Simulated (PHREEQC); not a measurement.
Consider water at 25 °C with 0.2 mol NH4HF2 and 0.0019 mol (NH4)2SiF6 per kg of water. Closed to the air; pH follows from the charge balance.

Model: ion-association model, phreeqc.dat, run in PHREEQC.

| Item | Value |
|---|---|
| pH | 3.01 |
| ionic strength | 0.207 mol/kgw |
| activity of water | 0.991 |
| density | 1.002 g/cm³ |
| total alkalinity | -208 meq/kg |

| species | molality | activity | log γ |
|---|---|---|---|
| NH4+ | 0.204 | 0.138 | -0.169 |
| F- | 0.134 | 0.0944 | -0.152 |
| HF | 0.132 | 0.138 | 0.021 |
| HF2- | 0.0671 | 0.0500 | -0.128 |
| SiF6-2 | 0.00190 | 0.000559 | -0.531 |
| H+ | 0.00122 | 0.000975 | -0.099 |
| NH3 | 7.70e-8 | 8.07e-8 | 0.021 |

This is a speciation only: nothing precipitates in the calculation. Complexes and solids missing from the database can't appear. SiF6-2 is the database's only silicon fluoride.
